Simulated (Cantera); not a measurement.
An isothermal, constant-pressure homogeneous reactor starts with NO : N2 = 1 : 4.7 (molar parts), at 1973 K and 100.0 Torr.

Detailed kinetics in Cantera: GRI-Mech 3.0 (53 species, 325 reactions).

Problem. Predict: x(NO) at 2.00 s; x(N2) at 2.00 s; x(NO2) at 2.00 s; x(O) at 2.00 s; x(N2O) at 2.00 s; x(O2) at 2.00 s.

Solution. 
| Item | Result |
|---|---|
| x(NO) at 2.00 s | 0.146 (gas-phase equilibrium 0.00488) |
| x(N2) at 2.00 s | 0.839 (gas-phase equilibrium 0.910) |
| x(NO2) at 2.00 s | 2.65e-5 (gas-phase equilibrium 2.04e-6) |
| x(O) at 2.00 s | 0.000200 (gas-phase equilibrium 0.000436) |
| x(N2O) at 2.00 s | 9.03e-6 (gas-phase equilibrium 1.08e-7) |
| x(O2) at 2.00 s | 0.0146 (gas-phase equilibrium 0.0850) |
